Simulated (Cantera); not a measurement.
Input: 1 mol Al, 1.8 mol N2O, 17 mol N2, at 775 °C and 1.33 mbar.

Equilibrium computed with Cantera from the NASA thermochemical tables; the gas is ideal and each condensed phase is pure. Candidate condensed phases: Al, AlN, Al2O3; 16 gas species. Kinetics and transport are ignored.

Base state: N2 0.992, O2 0.00791, NO 1.13e-5 (mole fractions); condensed: Al2O3(s).

Q: What changes in the equilibrium state with this change: N2O from 1.8 to 0.71 mol?

A: 
| species | before | after |
|---|---|---|
| N2 | 0.992 | 1.00 |
| O2 | 0.00791 | <1e-9 |
| NO | 1.13e-5 | <1e-9 |
| Al2O3(s), mol | 0.500 | 0.237 |
| AlN(s), mol | 0 | 0.527 |
Mutual solubility and eutectic melting of coexisting phases are not modelled.
